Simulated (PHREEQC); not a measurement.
A made-up water analysis in mmol/kgw, 20 °C, pH 4.11, pe 9.1: Na 0.789; K 0.733; Ca 7.8; Mg 1.31; Cl 4.24; S(6) 7.4; Li 0.0436; Zn 0.00488.

Valence states are taken as typed.

All values are PHREEQC results (ion-association model, phreeqc.dat), not measurements.

Task: The ionic strength comes out as 0.0279 mol/kgw. What activity coefficients do K+, H+, Ca+2, Li+, Mg+2 get?

Result: K+ 0.85, H+ 0.88, Ca+2 0.55, Li+ 0.86, Mg+2 0.56.

Precipitation was switched off in this run.
